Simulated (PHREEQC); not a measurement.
0.041 g of hydrous ferric oxide (600 m²/g; 0.2 weak and 0.005 strong sites per Fe, Dzombak-Morel constants, diffuse double layer) in 1 kg of water with 0.05 mol/kgw of an inert sodium salt and 0.00073 mmol/kgw NaH2PO4, at 25 °C; the pH is set by adding NaOH or the inert anion's acid. Oxygen alone is held at its pressure in air (log pO2 = -0.68). CO2 from the air is kept out. Precipitation was switched off in this run.

The series has 17 steps of pH, from 3 to 9.

The numbers come from PHREEQC with the ion-association model, wateq4f.dat.

Question: Near which pH is half of the P sorbed, and on which side is more sorbed?

Answer: Near pH 8.7, with more sorbed at lower pH.

H3PO4, which wateq4f.dat lacks, is added to it with the constant of phreeqc.dat. The oxide is taken as insoluble; below pH 4 it would dissolve.
